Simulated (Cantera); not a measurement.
Input: 1 mol Ta₂O₅, 0.37 mol CH₄, 8.7 mol H₂, held at 1850 K and 8.30 mbar.

Method: chemical equilibrium by Gibbs-energy minimisation in Cantera with the NASA 1993 tables (ideal gas, pure condensed phases). Candidate condensed phases: C, C₆H₆, C₇H₈, C₈H₁₈, H₂O, Ta, TaC, Ta₂O₅; 113 gas species. Mutual solubility and eutectic melting of coexisting phases are not modelled. Condensed phases not in the tables: Ta₂C, N, O or C dissolved in the metal. Equilibrium is a limit: real reactors are often held back by kinetics, nucleation or transport.

Base state: H₂ 0.956, CO 0.0376, H 0.00578, H₂O 0.000858 (mole fractions); condensed: Ta(s) + Ta₂O₅(s).

Question: What changes in the equilibrium state with this change: temperature from 1850 K to 2050 K?

Answer: 
```
species          before     after
-------------  --------  --------
H₂                0.956     0.936
CO               0.0376    0.0372
H               0.00578    0.0241
H₂O            0.000858   0.00212
TaO₂            7.47e-6  0.000296
TaO             1.46e-6   5.64e-5
CO₂             8.41e-6   1.77e-5
Ta(s), mol        0.151     0.156
Ta₂O₅(s), mol     0.924     0.920
```
